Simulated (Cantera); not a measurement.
A perfectly stirred reactor is fed with NH3 : H2 = 1 : 0.18 (molar parts), at 0.0270 bar; it is held at 1600 K, and followed from long to short residence time.

Detailed kinetics in Cantera: the gas-phase N/H chemistry of the illustrative SiF4/NH3 mechanism in the Surface Chemkin manual (1991). Walls and surfaces, which speed up NH3 decomposition in real reactors, are not modelled.

| quantity | before | after |
|---|---|---|
| x(NH3) at τ = 3.40 s | 0.805 | 0.514 |
| x(H2) at τ = 3.40 s | 0.184 | 0.396 |
| x(NH2) at τ = 3.40 s | 0.000145 | 5.17e-5 |
| x(N2) at τ = 3.40 s | 0.0115 | 0.0902 |
| x(N2H4) at τ = 3.40 s | 1.59e-8 | 1.43e-7 |
| x(NH3) at τ = 35.0 ms | 0.847 | 0.839 |
| x(H2) at τ = 35.0 ms | 0.153 | 0.159 |
| x(NH2) at τ = 35.0 ms | 6.22e-5 | 8.06e-5 |
| x(N2) at τ = 35.0 ms | 1.72e-5 | 0.00221 |
| x(N2H4) at τ = 35.0 ms | 2.92e-9 | 3.46e-7 |

Task: Which change was made?
A. temperature 1600 to 1650 K
B. temperature 1600 to 1998 K
C. pressure from 0.0270 bar to 1.90 bar
D. H2 0.18 to 0.83 parts

Result: C, pressure from 0.0270 bar to 1.90 bar
